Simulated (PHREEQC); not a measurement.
1 kg of water holding 0.032 mol/kgw Na2SO4 and 0.0024 mol/kgw K2SO4 is evaporated at 90 °C; the solids stay in contact with the brine. No CO2 enters from the air. The run lets Arcanite, Glaserite, Mirabilite, Misenite, Thenardite precipitate or redissolve, and no other solid.

The numbers come from PHREEQC with the Pitzer model, pitzer.dat.

### Question
Predict ionic strength at water left (kg) = 0.375, 0.2533, 0.01099, 0.006093.

### Answer
```
water left (kg)  ionic strength
---------------  --------------
0.375                     0.275
0.2533                    0.407
0.01099                    9.39
0.006093                   10.9
```

At this temperature some constants are extrapolated from 25 °C, and those without enthalpy data are left unchanged.
